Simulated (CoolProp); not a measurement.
The fluid at 365.67 K and 12.9 MPa flows at 12 m/s in a round tube of 25 mm bore and 15 µm roughness, fully developed (64/Re and Nu = 3.66 if laminar; Colebrook and Gnielinski if turbulent). The same conditions are run with several fluids, on thermodynamics alone (safety and materials aside).

Values from CoolProp's reference Helmholtz-energy equation of state of each fluid (propylene: Lemmon 2013; normal hydrogen: Leachman 2009; dry air: Lemmon 2000; CH2F2 (R32): Tillner-Roth 1997; R125: Lemmon 2005). Blends and air are pseudo-pure fits.

Rank propylene, normal hydrogen, dry air, CH2F2 (R32), R125 by Reynolds number, highest first.

CH2F2 (R32) (3420000), R125 (3310000), propylene (1940000), dry air (1500000), normal hydrogen (232000)

| fluid | Darcy friction factor | pressure drop (Pa/m) | heat-transfer coefficient (W/(m² K)) | mass flow (kg/h) |
|---|---|---|---|---|
| propylene | 0.0176 | 22000 | 24400 | 9190 |
| normal hydrogen | 0.0191 | 441 | 3910 | 170 |
| dry air | 0.0177 | 6060 | 3980 | 2520 |
| CH2F2 (R32) | 0.0175 | 36600 | 37600 | 15400 |
| R125 | 0.0175 | 50200 | 24700 | 21100 |

Transport values come from each fluid's own correlations; those of propylene, CH2F2 (R32) are estimates that may be off by 10 % or more.
